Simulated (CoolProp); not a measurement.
Vapour-liquid equilibrium of R134a (1) + R236FA (2) at 7.46 bar; x and y are mole fractions of (1).

The numbers come from the multi-fluid Helmholtz-energy mixture model, Tillner-Roth 1994 and Pan 2012; pair parameters Bell 2016 in CoolProp.

```json
[
 {"x": "0.05", "bubble temperature, mixture model (°C)": "?", "bubble temperature, Raoult's law (°C)": "56.9", "y, mixture model": "0.088", "y, Raoult's law": "0.105"},
 {"x": "0.2", "bubble temperature, mixture model (°C)": "51.6", "bubble temperature, Raoult's law (°C)": "50.8", "y, mixture model": "0.318", "y, Raoult's law": "0.361"},
 {"x": "0.35", "bubble temperature, mixture model (°C)": "46.5", "bubble temperature, Raoult's law (°C)": "45.6", "y, mixture model": "?", "y, Raoult's law": "0.552"},
 {"x": "0.5", "bubble temperature, mixture model (°C)": "?", "bubble temperature, Raoult's law (°C)": "41.0", "y, mixture model": "0.661", "y, Raoult's law": "0.699"},
 {"x": "0.65", "bubble temperature, mixture model (°C)": "?", "bubble temperature, Raoult's law (°C)": "36.9", "y, mixture model": "0.787", "y, Raoult's law": "0.814"},
 {"x": "0.8", "bubble temperature, mixture model (°C)": "?", "bubble temperature, Raoult's law (°C)": "33.2", "y, mixture model": "?", "y, Raoult's law": "0.905"},
 {"x": "0.95", "bubble temperature, mixture model (°C)": "30.0", "bubble temperature, Raoult's law (°C)": "29.9", "y, mixture model": "?", "y, Raoult's law": "0.979"}
]
```

Problem. Some entries are withheld; supply them.

Solution. 
- 0.05, bubble temperature, mixture model (°C): 57.2
- 0.35, y, mixture model: 0.507
- 0.5, bubble temperature, mixture model (°C): 41.9
- 0.65, bubble temperature, mixture model (°C): 37.6
- 0.8, bubble temperature, mixture model (°C): 33.7
- 0.8, y, mixture model: 0.891
- 0.95, y, mixture model: 0.975

The largest gap from Raoult's law is +0.9 K in bubble temperature, at x = 0.35. No azeotrope shows between x = 0.05 and 0.95.

The pair parameters rest on a limited set of measurements; away from them the model extrapolates.
